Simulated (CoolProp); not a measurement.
A single-stage vapour-compression cycle with R1336mzz(Z): evaporating at 279.15 K (dew point), condensing at 313.15 K (bubble point), superheat 0 K, subcooling 8 K, compressor efficiency 0.85, no pressure losses. Each further row changes one setting.

Model: reference Helmholtz-energy equation of state, McLinden 2020, in CoolProp.

```json
[
 {"case": "as stated", "cooling COP": "___", "pressure ratio": "3.90", "discharge temperature (K)": "313.1", "refrigerating effect (kJ/kg)": "145", "volumetric capacity (kJ/m³)": "346"},
 {"case": "evaporating temperature 284.15 K", "cooling COP": "___", "pressure ratio": "___", "discharge temperature (K)": "313.1", "refrigerating effect (kJ/kg)": "149", "volumetric capacity (kJ/m³)": "438"},
 {"case": "condensing temperature 308.15 K", "cooling COP": "7.72", "pressure ratio": "___", "discharge temperature (K)": "308.1", "refrigerating effect (kJ/kg)": "152", "volumetric capacity (kJ/m³)": "361"},
 {"case": "subcooling 13 K", "cooling COP": "6.70", "pressure ratio": "3.90", "discharge temperature (K)": "313.1", "refrigerating effect (kJ/kg)": "152", "volumetric capacity (kJ/m³)": "361"},
 {"case": "superheat 10 K", "cooling COP": "___", "pressure ratio": "3.90", "discharge temperature (K)": "319.6", "refrigerating effect (kJ/kg)": "154", "volumetric capacity (kJ/m³)": "352"},
 {"case": "compressor efficiency 0.75", "cooling COP": "___", "pressure ratio": "3.90", "discharge temperature (K)": "313.1", "refrigerating effect (kJ/kg)": "145", "volumetric capacity (kJ/m³)": "346"}
]
```

**Question.** Fill in the missing entries.

**Answer.** 
- as stated, cooling COP: 6.43
- evaporating temperature 284.15 K, cooling COP: 7.85
- evaporating temperature 284.15 K, pressure ratio: 3.11
- condensing temperature 308.15 K, pressure ratio: 3.26
- superheat 10 K, cooling COP: 6.51
- compressor efficiency 0.75, cooling COP: 5.68

The compression ends wet for: as stated; evaporating temperature 284.15 K; condensing temperature 308.15 K; subcooling 13 K; compressor efficiency 0.75.
